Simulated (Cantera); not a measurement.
Feed: 1 mol Si, 2.4 mol Cl₂, 0.27 mol H₂, at 550 °C and 13300 Pa.

Cantera equilibrium calculation (NASA polynomials, part measured and part estimated; ideal gas, pure solids and liquids). Candidate condensed phases: Si; 19 gas species. The numbers say what is thermodynamically allowed, not how fast it happens.

Base state: SiCl₄ 0.599, HCl 0.323, Cl₂ 0.0778, Cl 1.20e-5 (mole fractions); condensed: gas only.

Question: What changes in the equilibrium state with this change: temperature from 550 °C to 1027 °C?

Answer: 
```tsv
species	before	after
SiCl₄	0.599	0.596
HCl	0.323	0.322
Cl₂	0.0778	0.0729
Cl	1.20e-5	0.00917
```

Question: What changes in the equilibrium state with this change: temperature from 550 °C to 1025 °C?

Answer: 
```
species   before    after
-------  -------  -------
SiCl₄      0.599    0.596
HCl        0.323    0.322
Cl₂       0.0778   0.0730
Cl       1.20e-5  0.00903
```

Question: What changes in the equilibrium state with this change: Cl₂ from 2.4 to 1.7 mol?

Answer: 
| species | before | after |
|---|---|---|
| SiCl₄ | 0.599 | 0.715 |
| H₂ | <1e-9 | 0.206 |
| SiHCl₃ | <1e-9 | 0.0748 |
| HCl | 0.323 | 0.00238 |
| Cl₂ | 0.0778 | <1e-9 |
| SiH₂Cl₂ | <1e-9 | 0.000658 |
| SiCl₃ | <1e-9 | 0.000491 |
| SiCl₂ | <1e-9 | 3.02e-5 |
| Cl | 1.20e-5 | <1e-9 |
| Si(s), mol | 0 | 0.130 |
The tables' values for SiCl₃ are old estimates; treat these amounts as uncertain.
